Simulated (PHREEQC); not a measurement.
A made-up water analysis in mg/kgw, 25 °C, pH 1.85, pe 11.8: Na 67.8; K 34.6; Ca 80.6; Mg 27.7; Cl 126; S(6) as SO4 1660; N(5) as NO3 14.3; Cu(2) 0.586; Li 0.184.

Na is adjusted to close the charge balance.
Valence states are taken as typed.

Model: ion-association model, wateq4f.dat, run in PHREEQC.

Precipitation was switched off in this run.

### Question
Predict the ionic strength.

### Answer
ionic strength 0.0399 mol/kgw.

### Question
In which forms is Na present?

### Answer
Na+ 98 %, NaSO4- 2.1 % of the Na.

Species that the database lacks are ignored.
